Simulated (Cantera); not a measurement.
What does this Cantera script print?

```python
import numpy as np
import cantera as ct

gas_names = """
    Electron AL AL+ AL- ALN ALO ALO+ ALO- ALO2 ALO2- AL2 AL2O AL2O+ AL2O2 AL2O2+ N N+ N- NO NO+ NO2 NO2-
    NO3 NO3- N2 N2+ N2- N2O N2O+ O O+ O- O2 O2+ O2- O3
""".split()
cond_names = """
    AL(cr) AL(L) ALN(s) AL2O3(a) AL2O3(L)
""".split()


# ... load() reads the species with a 1 bar reference pressure and builds the phases ...
atoms = {
    'Al2O3': {'AL': 2, 'O': 3},
    'N2': {'N': 2},
}
top_T = {'ALN(s)': 2750}  # K; cautious upper limits of use, not melting points


# ... equilibrate(T, P, feed) seeds the gas with the atoms and calls Mixture.equilibrate('TP', solver="vcs", rtol=1e-11, max_steps=5000) ...
results = []
feed = {'Al2O3': 1, 'N2': 1.1}  # mol
P = 1000  # Pa
for T in [3000, 3250, 3500, 3750, 4000, 4250, 4500, 4750, 5000]:
    mix = equilibrate(T, P, feed)
    results.append((T, P, feed, dict(zip(mix.species_names, mix.species_moles))))

top = {s: max(r[3][s] / sum(r[3][g] for g in gas_names) for r in results) for s in gas_names}
cols = sorted((s for s in top if top[s] > 0.001), key=lambda s: -top[s])[:8]
seen = [c for c in cond_names if any(r[3].get(c, 0) > 1e-12 for r in results)]
print("log10 of partial pressures in bar; condensed amounts in mol")
print(f"{'T/K':>10s}" + "".join(f"{s[:9]:>10s}" for s in cols + seen))
for T, P, feed, n in results:
    ng = sum(n[g] for g in gas_names)
    print(f"{T:10.4g}" + "".join(f"{np.log10(max(n[s] / ng * P / 1e5, 1e-99)):10.3f}" for s in cols)
          + "".join(f"{n.get(c, 0):10.4g}" for c in seen))
```

It prints:

```
log10 of partial pressures in bar; condensed amounts in mol
       T/K        N2         O        AL       ALO         N       AL+  Electron      AL2O  AL2O3(L)
      3000    -2.144    -2.913    -3.213    -3.244    -5.928    -5.681    -5.835    -3.760    0.8819
      3250    -2.672    -2.419    -2.669    -2.891    -5.546    -5.004    -5.108    -3.595         0
      3500    -2.725    -2.351    -2.540    -3.281    -5.017    -4.613    -4.628    -4.485         0
      3750    -2.746    -2.327    -2.510    -3.734    -4.546    -4.280    -4.282    -5.455         0
      4000    -2.760    -2.321    -2.509    -4.170    -4.131    -3.995    -3.995    -6.370         0
      4250    -2.779    -2.324    -2.523    -4.575    -3.767    -3.747    -3.747    -7.213         0
      4500    -2.814    -2.331    -2.549    -4.954    -3.452    -3.532    -3.532    -7.996         0
      4750    -2.875    -2.345    -2.589    -5.317    -3.186    -3.347    -3.347    -8.738         0
      5000    -2.979    -2.364    -2.648    -5.673    -2.969    -3.191    -3.191    -9.458         0
```

Equilibrium computed with Cantera from the NASA thermochemical tables; the gas is ideal and each condensed phase is pure.
